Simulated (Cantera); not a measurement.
A Cantera script and its output.

```python
import numpy as np
import cantera as ct

gas = ct.Solution("h2o2.yaml")
gas.TPX = 925, 1600, {'H2': 0.16, 'O2': 1}
reactor = ct.IdealGasConstPressureReactor(gas, energy="off", clone=False)
net = ct.ReactorNet([reactor])
net.rtol, net.atol = 1e-08, 1e-18
show = ['H2', 'O2', 'O', 'H2O', 'H2O2', 'HO2']
times = np.geomspace(0.0003, 2, 11)

steps = ct.SolutionArray(gas, extra=["t"])
rows = []
print(f"{'t/s':>10s}{'T/K':>9s}{'P/Pa':>11s}" + "".join(f"{s:>11s}" for s in show))
for t in times:
    while net.time < t:
        t_next = net.step()
        steps.append(gas.state, t=t_next)
    rows.append([np.interp(t, steps.t, y) for y in (steps.T, steps.P, *steps(*show).X.T)])
    print(f"{t:10.3e}{rows[-1][0]:9.1f}{rows[-1][1]:11.4g}" + "".join(f"{x:11.3e}" for x in rows[-1][2:]))
rate = np.gradient(steps.T, steps.t)
print("integrator steps:", len(steps.t))
if steps.T.max() > steps.T[0] + 200:
    print(f"time of steepest temperature rise: {steps.t[rate.argmax()]:.4e} s")
gas.TPX = 925, 1600, {'H2': 0.16, 'O2': 1}
gas.equilibrate("TP")
print(f"equilibrium (TP): T = {gas.T:.1f} K  " + "  ".join(f"{s} {gas[s].X[0]:.3e}" for s in show))
```

Output:

```
       t/s      T/K       P/Pa         H2         O2          O        H2O       H2O2        HO2
 3.000e-04    925.0       1600  1.379e-01  8.621e-01  2.294e-11  3.123e-11  4.347e-15  4.636e-11
 7.236e-04    925.0       1600  1.379e-01  8.621e-01  1.827e-10  3.992e-10  2.636e-14  1.215e-10
 1.745e-03    925.0       1600  1.379e-01  8.621e-01  8.670e-09  2.317e-08  2.591e-13  9.493e-10
 4.210e-03    925.0       1600  1.377e-01  8.619e-01  7.417e-05  2.028e-04  1.504e-09  4.270e-06
 1.016e-02    925.0       1600  6.549e-03  8.351e-01  1.073e-02  1.293e-01  5.270e-07  2.009e-05
 2.449e-02    925.0       1600  7.691e-04  8.506e-01  1.097e-03  1.468e-01  3.973e-07  1.157e-05
 5.908e-02    925.0       1600  1.549e-04  8.516e-01  1.567e-04  1.479e-01  2.414e-07  4.172e-06
 1.425e-01    925.0       1600  3.502e-05  8.518e-01  3.023e-05  1.481e-01  1.343e-07  1.327e-06
 3.438e-01    925.0       1600  6.931e-06  8.518e-01  6.609e-06  1.481e-01  6.781e-08  3.705e-07
 8.292e-01    925.0       1600  1.099e-06  8.518e-01  1.589e-06  1.481e-01  3.244e-08  9.821e-08
 2.000e+00    925.0       1600  1.436e-07  8.518e-01  4.352e-07  1.481e-01  1.520e-08  2.793e-08
integrator steps: 1534
equilibrium (TP): T = 925.0 K  H2 9.980e-12  O2 8.519e-01  O 9.839e-11  H2O 1.481e-01  H2O2 1.727e-11  HO2 3.151e-10
```

Model: the H2/O2 subset of GRI-Mech 3.0, which has no nitrogen chemistry, integrated in Cantera. Radical loss at walls, strong at low pressure, is not modelled. Below about 950 K walls govern HO2 and H2O2 in real vessels. The temperature is held fixed by assumption; the heat of reaction is taken as removed at once.
